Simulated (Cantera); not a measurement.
A closed system holds: 1 mol HgO, 0.087 mol O2, a varied amount of H2, held at 1123 K and 0.0140 bar.

Method: chemical equilibrium by Gibbs-energy minimisation in Cantera with the NASA 1993 tables (ideal gas, pure condensed phases). Candidate condensed phases: H2O, Hg, HgO; 10 gas species. The numbers say what is thermodynamically allowed, not how fast it happens.

x: gas mole fraction; nothing condenses.

| n(H2) (mol) | x H2 | x Hg | x H2O | x O2 | x OH |
|---|---|---|---|---|---|
| 0.25 | 5.46e-9 | 0.584 | 0.146 | 0.270 | 3.66e-6 |
| 0.37 | 8.52e-9 | 0.564 | 0.209 | 0.227 | 4.19e-6 |
| 0.55 | 1.40e-8 | 0.537 | 0.295 | 0.168 | 4.62e-6 |
| 0.81 | 2.61e-8 | 0.502 | 0.407 | 0.0914 | 4.66e-6 |
| 1.2 | (withheld) | (withheld) | (withheld) | <1e-12 | (withheld) |
| 1.7 | 0.195 | 0.370 | 0.435 | <1e-12 | 1.82e-9 |
| 2.5 | 0.379 | 0.286 | 0.335 | <1e-12 | 1.01e-9 |
| 3.7 | 0.537 | 0.213 | 0.250 | <1e-12 | 6.31e-10 |
| 5.5 | 0.666 | 0.154 | 0.181 | <1e-12 | 4.10e-10 |
| 8.1 | (withheld) | (withheld) | (withheld) | <1e-12 | (withheld) |
| 12 | 0.833 | 0.0769 | 0.0903 | <1e-12 | 1.83e-10 |

Q: Complete the blanks.

A: 
- 8.1, x H2: 0.761
- 8.1, x Hg: 0.110
- 8.1, x H2O: 0.129
- 8.1, x OH: 2.74e-10
- 1.2, x H2: 0.0118
- 1.2, x Hg: 0.455
- 1.2, x H2O: 0.534
- 1.2, x OH: 9.09e-9
